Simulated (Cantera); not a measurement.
A perfectly stirred reactor is fed with H₂ : O₂ : N₂ = 0.55 : 1 : 5.3 (molar parts), equivalence ratio 0.28, at 100.0 Torr; it is held at 900 K, and followed from long to short residence time.

Cantera simulation using GRI-Mech 3.0 (53 species, 325 reactions); the numbers are that mechanism's predictions, not measurements. Radical loss at walls, strong at low pressure, is not modelled. Below about 950 K walls govern HO2 and H2O2 in real vessels. The temperature is held fixed by assumption; the heat of reaction is taken as removed at once.

One state of this run: x H₂ = 0.0499; x O₂ = 0.133; x NO = 4.25e-8; x H₂O₂ = 4.78e-7; x H = 0.00529; x HO₂ = 1.86e-5. x: mole fraction; the columns are a selection and need not sum to one.

Q: Which value of τ (s) does it belong to?
A) 0.0058
B) 0.00066
C) 0.45
D) 0.0020

A: B, 0.00066
